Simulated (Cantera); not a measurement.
Feed: 1 mol CH₃SiH₃, 0.097 mol C₂H₄, 870 mol H₂, at 10.0 mbar.

Method: chemical equilibrium by Gibbs-energy minimisation in Cantera with the NASA 1993 tables (ideal gas, pure condensed phases). Candidate condensed phases: C, C₆H₆, C₇H₈, C₈H₁₈, Si, SiC; 87 gas species. The feed counts by its element totals alone. Kinetics and transport are ignored.

x: gas mole fraction; n: condensed amount in mol.

| T (K) | x H₂ | x H | x CH₄ | x C₂H₂ (acetylene) | n SiC(s) | n C(graphite) |
|---|---|---|---|---|---|---|
| 923 | 1.000 | 2.45e-9 | 0.000222 | 1.09e-12 | 1.00 | 0 |
| 973 | 1.000 | 1.08e-8 | 0.000222 | 1.61e-11 | 1.00 | 0 |
| 1023 | 1.000 | 4.14e-8 | 0.000222 | 1.84e-10 | 1.00 | 0 |
| 1073 | 1.000 | 1.40e-7 | 0.000222 | 1.68e-9 | 1.00 | 0 |
| 1123 | 1.000 | 4.26e-7 | 0.000222 | 1.26e-8 | 1.00 | 0 |
| 1173 | 1.000 | 1.18e-6 | 0.000194 | 6.12e-8 | 1.00 | 0.0241 |
| 1223 | 1.000 | [?] | [?] | [?] | 1.00 | [?] |
| 1273 | 1.000 | 7.13e-6 | 9.39e-5 | 3.72e-7 | 1.00 | 0.111 |
| 1323 | 1.000 | 1.59e-5 | 6.80e-5 | 8.25e-7 | 1.00 | 0.133 |
| 1373 | 1.000 | 3.33e-5 | 5.03e-5 | 1.73e-6 | 1.000 | 0.147 |
| 1423 | 1.000 | 6.64e-5 | 3.81e-5 | 3.43e-6 | 1.000 | 0.155 |
| 1473 | 1.000 | [?] | [?] | [?] | 1.000 | 0.157 |
| 1523 | 1.000 | 0.000231 | 2.30e-5 | 1.18e-5 | 1.000 | 0.153 |

Question: Fill in the missing entries.

Answer: 
- 1223, x H: 3.01e-6
- 1223, x CH₄: 0.000133
- 1223, x C₂H₂ (acetylene): 1.57e-7
- 1223, n C(graphite): 0.0774
- 1473, x H: 0.000127
- 1473, x CH₄: 2.94e-5
- 1473, x C₂H₂ (acetylene): 6.50e-6
